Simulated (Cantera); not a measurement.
Feed: 1 mol SiCl₄, 0.54 mol Cl₂, 15 mol H₂, at 1223.15 K and 320000 Pa.

Method: chemical equilibrium by Gibbs-energy minimisation in Cantera with the NASA 1993 tables (ideal gas, pure condensed phases). Candidate condensed phases: Si; 19 gas species. The tables' values for SiCl₃ are old estimates; treat these amounts as uncertain. The numbers say what is thermodynamically allowed, not how fast it happens.

Base state: H₂ 0.857, HCl 0.0828, SiCl₄ 0.0438, SiHCl₃ 0.0140, SiCl₃ 0.00152, SiH₂Cl₂ 0.000597, SiCl₂ 0.000422 (mole fractions); condensed: gas only.

Problem. What changes in the equilibrium state with this change: H₂ from 15 to 0.25 mol?

Solution. 
```tsv
species	before	after
SiCl₄	0.0438	0.558
HCl	0.0828	0.279
Cl₂	<1e-9	0.161
H₂	0.857	<1e-9
SiHCl₃	0.0140	<1e-9
SiH₂Cl₂	0.000597	<1e-9
SiCl₂	0.000422	<1e-9
Cl	1.30e-8	0.00134
SiCl₃	0.00152	1.87e-7
```
